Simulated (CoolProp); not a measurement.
Vapour-liquid equilibrium of benzene (1) + o-xylene (2) at 14.1 bar; x and y are mole fractions of (1).

Computed with CoolProp (multi-fluid Helmholtz-energy mixture model, Thol 2012 and Zhou 2012; pair parameters Bell 2016).

Task: Give the bubble temperature and the first vapour's composition at x = 0.05, 0.35, 0.65. Is there an azeotrope?

Result: x = 0.05: 549.3 K, y = 0.095; x = 0.35: 516.8 K, y = 0.583; x = 0.65: 491.3 K, y = 0.839. No azeotrope shows between x = 0.05 and 0.95.

The pair parameters rest on a limited set of measurements; away from them the model extrapolates.
